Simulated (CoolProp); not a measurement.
R143a along the isotherm 226.85 °C: density (kg/m³) from the reference equation and from simpler models built on Tc = 72.7 °C, pc = 3.762 MPa, ω = 0.261; each cubic takes its own stable root.

Values from CoolProp's reference Helmholtz-energy equation of state, Lemmon and Jacobsen 2000.

| p (MPa) | phase | reference |
|---|---|---|
| 0.118 | gas | 2.392 |
| 0.235 | gas | 4.779 |
| 0.353 | gas | 7.199 |
| 0.47 | gas | 9.613 |
| 0.588 | gas | 12.06 |
| 0.705 | gas | 14.51 |
| 0.823 | gas | 16.98 |
| 0.94 | gas | 19.46 |
| 1.06 | gas | 22.01 |
| 1.18 | gas | 24.57 |
| 1.29 | gas | 26.94 |
| 1.41 | gas | 29.53 |
| 1.53 | gas | 32.14 |
| 1.65 | gas | 34.77 |
| 1.76 | gas | 37.19 |
| 1.88 | gas | 39.85 |

### Question
How far does each simpler model (ideal gas, van der Waals, Redlich-Kwong, Soave-Redlich-Kwong, Peng-Robinson) lie from the reference over these 16 states: mean and median of the absolute difference, and the worst?

### Answer
- ideal gas: mean 2.5 %, median 2.5 %, worst -4.6 % at 226.85 °C and 1.88 MPa
- van der Waals: mean 0.7 %, median 0.6 %, worst +1.4 % at 226.85 °C and 1.88 MPa
- Redlich-Kwong: mean 0.5 %, median 0.4 %, worst +0.9 % at 226.85 °C and 1.88 MPa
- Soave-Redlich-Kwong: mean 0.5 %, median 0.5 %, worst -0.9 % at 226.85 °C and 1.88 MPa
- Peng-Robinson: mean 0.2 %, median 0.2 %, worst +0.3 % at 226.85 °C and 1.88 MPa
